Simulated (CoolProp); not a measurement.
Vapour-liquid equilibrium of methanol (1) + hexamethyldisiloxane (MM) (2) at 95.65 °C; x and y are mole fractions of (1).

Model: multi-fluid Helmholtz-energy mixture model, de Reuck 1993 and Thol 2016; pair parameters Bell 2016, in CoolProp.

```csv
x,"bubble pressure, mixture model (MPa)","bubble pressure, Raoult's law (MPa)","y, mixture model","y, Raoult's law"
0.05,0.1136,0.09881,0.247,0.156
0.15,0.1614,0.1208,0.506,0.382
0.25,0.2015,0.1428,0.634,0.539
0.35,0.2321,0.1648,0.707,0.654
0.45,0.2541,0.1869,0.753,0.742
0.55,0.2694,0.2089,0.787,0.811
0.65,0.2807,0.2309,0.815,0.867
0.75,0.2901,0.2529,0.847,0.913
0.85,0.2985,0.2749,0.891,0.952
0.95,0.3053,0.2969,0.958,0.985
```

The largest gap from Raoult's law is +41.1 % in bubble pressure, at x = 0.25. No azeotrope shows between x = 0.05 and 0.95.

The pair parameters rest on a limited set of measurements; away from them the model extrapolates.
